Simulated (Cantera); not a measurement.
A closed system holds: 1 mol SiC, 2.6 mol H2O, 910 mol N2, equilibrated at 1450 °C and 0.00900 Torr.

Cantera equilibrium calculation (NASA polynomials, part measured and part estimated; ideal gas, pure solids and liquids). Candidate condensed phases: C, C6H6, C7H8, C8H18, H2O, Si, SiC, SiO2, Si2N2O, Si3N4; 151 gas species. The numbers say what is thermodynamically allowed, not how fast it happens.

Question: What is the equilibrium state?

Answer: 
```json
{
 "x(N2)": "0.994",
 "x(H)": "0.00196",
 "x(H2)": "0.00139",
 "x(SiO)": "0.00109",
 "x(CO)": "0.000999",
 "x(H2O)": "0.000456",
 "x(CO2)": "9.35e-5",
 "x(O)": "3.97e-5",
 "x(OH)": "3.53e-5",
 "gas_amount": "915.6 mol",
 "log10 activity of Si(l) (absent)": "-10.19",
 "log10 activity of C(graphite) (absent)": "-10.81"
}
```
